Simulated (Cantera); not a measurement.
A perfectly stirred reactor is fed with NO : N₂ = 1 : 2.4 (molar parts), at 0.860 bar; it is held at 1948 K, and followed from long to short residence time.

Cantera simulation using GRI-Mech 3.0 (53 species, 325 reactions); the numbers are that mechanism's predictions, not measurements.

What does this change do: pressure from 0.860 bar to 100.0 Torr?


```tsv
quantity	before	after
x(NO) at τ = 5.90 s	0.0895	0.168
x(O₂) at τ = 5.90 s	0.102	0.0627
x(N₂O) at τ = 5.90 s	3.69e-6	1.10e-5
x(NO₂) at τ = 5.90 s	0.000109	6.35e-5
x(O) at τ = 5.90 s	0.000155	0.000317
x(NO) at τ = 59.0 ms	0.286	0.293
x(O₂) at τ = 59.0 ms	0.00392	0.000690
x(N₂O) at τ = 59.0 ms	3.71e-5	3.47e-5
x(NO₂) at τ = 59.0 ms	9.72e-5	2.72e-5
x(O) at τ = 59.0 ms	4.57e-5	9.19e-5
```

What does this change do: 0.051 parts H2O added?


```tsv
quantity	before	after
x(NO) at τ = 5.90 s	0.0895	0.0872
x(O₂) at τ = 5.90 s	0.102	0.101
x(N₂O) at τ = 5.90 s	3.69e-6	3.18e-6
x(NO₂) at τ = 5.90 s	0.000109	0.000106
x(O) at τ = 5.90 s	0.000155	0.000154
x(NO) at τ = 59.0 ms	0.286	0.282
x(O₂) at τ = 59.0 ms	0.00392	0.00395
x(N₂O) at τ = 59.0 ms	3.71e-5	3.09e-5
x(NO₂) at τ = 59.0 ms	9.72e-5	7.18e-5
x(O) at τ = 59.0 ms	4.57e-5	3.44e-5
```
